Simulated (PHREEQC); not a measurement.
Solution A (10 mmol/kgw CdCl2, 9.4 mmol/kgw ZnCl2, 0.54 mmol/kgw H2SO4 and 0.062 mmol/kgw Na2SO4) is mixed with solution B (5.8 mmol/kgw HF, 0.65 mmol/kgw (CH3)4NF, 0.0011 mmol/kgw H4SiO4 and 150 mmol/kgw HCl) at 25 °C; shares are by mass of water, 1 kg in all. Oxygen is held at 0.21 atm. The system is closed to CO2. Only these solids could form: Zn(OH)2-e, Zn4(OH)6SO4, Zn5(OH)8Cl2, Cd(OH)2, CdOHCl, SiO2(a), Halite, Mirabilite, Goslarite, ZnF2, CdF2, Willemite.

The numbers come from PHREEQC with the ion-association model, wateq4f.dat.

| share of solution B | pH | Zn+2 (mol/kgw) | SiF6-2 (mol/kgw) | SO4-2 (mol/kgw) | CdCl+ (mol/kgw) | H4SiO4 (mol/kgw) |
|---|---|---|---|---|---|---|
| 0 | 3.04 | 0.00886 | 0 | 0.000338 | 0.00550 | 0 |
| 0.1 | 1.87 | 0.00792 | 9.46e-12 | 0.000238 | 0.00534 | 1.10e-7 |
| 0.2 | 1.59 | 0.00699 | 4.10e-10 | 0.000174 | 0.00495 | 2.20e-7 |
| 0.3 | 1.42 | 0.00606 | 3.55e-9 | 0.000130 | 0.00444 | 3.26e-7 |
| 0.4 | 1.30 | 0.00515 | 1.60e-8 | 9.79e-5 | 0.00385 | 4.24e-7 |
| 0.5 | 1.21 | 0.00425 | 4.96e-8 | 7.29e-5 | 0.00323 | 5.00e-7 |
| 0.6 | 1.13 | 0.00337 | 1.18e-7 | 5.30e-5 | 0.00258 | 5.42e-7 |
| 0.7 | 1.07 | 0.00250 | 2.30e-7 | 3.65e-5 | 0.00193 | 5.40e-7 |
| 0.8 | 1.01 | 0.00165 | 3.81e-7 | 2.25e-5 | 0.00128 | 4.99e-7 |
| 0.9 | 0.96 | 0.000820 | 5.55e-7 | 1.05e-5 | 0.000636 | 4.35e-7 |
| 1 | 0.92 | 0 | 7.36e-7 | 0 | 0 | 3.64e-7 |

Species that the database lacks are ignored. (CH3)4N+ isn't in the database: it is added as a free cation with an ion size of 4 Å. SiF6-2 is the database's only silicon fluoride.
